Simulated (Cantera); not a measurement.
A Cantera script and its output.

```python
import numpy as np
import cantera as ct

gas = ct.Solution("gri30.yaml")
gas.TPX = 1725, 100000, {'CH4': 1, 'H2': 0.046, 'O2': 2.15, 'N2': 8.09}
reactor = ct.IdealGasConstPressureReactor(gas, energy="on", clone=False)
net = ct.ReactorNet([reactor])
net.rtol, net.atol = 1e-08, 1e-16
show = ['CH4', 'H2', 'O2', 'NO', 'C2H2']
times = np.geomspace(2e-06, 3, 15)

steps = ct.SolutionArray(gas, extra=["t"])
rows = []
print(f"{'t/s':>10s}{'T/K':>9s}{'P/Pa':>11s}" + "".join(f"{s:>11s}" for s in show))
for t in times:
    while net.time < t:
        t_next = net.step()
        steps.append(gas.state, t=t_next)
    rows.append([np.interp(t, steps.t, y) for y in (steps.T, steps.P, *steps(*show).X.T)])
    print(f"{t:10.3e}{rows[-1][0]:9.1f}{rows[-1][1]:11.4g}" + "".join(f"{x:11.3e}" for x in rows[-1][2:]))
rate = np.gradient(steps.T, steps.t)
print("integrator steps:", len(steps.t))
if steps.T.max() > steps.T[0] + 200:
    print(f"time of steepest temperature rise: {steps.t[rate.argmax()]:.4e} s")
gas.TPX = 1725, 100000, {'CH4': 1, 'H2': 0.046, 'O2': 2.15, 'N2': 8.09}
gas.equilibrate("HP")
print(f"equilibrium (HP): T = {gas.T:.1f} K  " + "  ".join(f"{s} {gas[s].X[0]:.3e}" for s in show))
```

Result:

```
       t/s      T/K       P/Pa        CH4         H2         O2         NO       C2H2
 2.000e-06   1725.0      1e+05  8.860e-02  4.077e-03  1.905e-01  5.821e-14  8.306e-15
 5.523e-06   1724.9      1e+05  8.858e-02  4.080e-03  1.905e-01  2.478e-13  1.143e-12
 1.525e-05   1724.7      1e+05  8.851e-02  4.089e-03  1.905e-01  1.118e-12  1.176e-10
 4.212e-05   1724.7      1e+05  8.812e-02  4.129e-03  1.903e-01  7.623e-12  1.490e-08
 1.163e-04   1745.7      1e+05  8.054e-02  6.014e-03  1.854e-01  2.462e-10  9.991e-06
 3.212e-04   2750.2      1e+05  1.007e-15  1.938e-02  3.214e-02  1.084e-03  1.534e-18
 8.870e-04   2805.1      1e+05  1.532e-15  1.802e-02  2.915e-02  5.526e-03  2.487e-18
 2.449e-03   2799.2      1e+05  1.633e-15  1.824e-02  2.712e-02  1.089e-02  2.591e-18
 6.764e-03   2797.7      1e+05  1.658e-15  1.830e-02  2.665e-02  1.215e-02  2.616e-18
 1.868e-02   2797.7      1e+05  1.658e-15  1.830e-02  2.664e-02  1.216e-02  2.616e-18
 5.159e-02   2797.7      1e+05  1.658e-15  1.830e-02  2.664e-02  1.216e-02  2.616e-18
 1.425e-01   2797.7      1e+05  1.658e-15  1.830e-02  2.664e-02  1.216e-02  2.616e-18
 3.934e-01   2797.7      1e+05  1.658e-15  1.830e-02  2.664e-02  1.216e-02  2.616e-18
 1.086e+00   2797.7      1e+05  1.658e-15  1.830e-02  2.664e-02  1.216e-02  2.616e-18
 3.000e+00   2797.7      1e+05  1.658e-15  1.830e-02  2.664e-02  1.216e-02  2.616e-18
integrator steps: 1682
time of steepest temperature rise: 1.6318e-04 s
equilibrium (HP): T = 2797.7 K  CH4 2.219e-15  H2 1.830e-02  O2 2.664e-02  NO 1.216e-02  C2H2 2.770e-18
```

Detailed kinetics in Cantera: GRI-Mech 3.0 (53 species, 325 reactions).
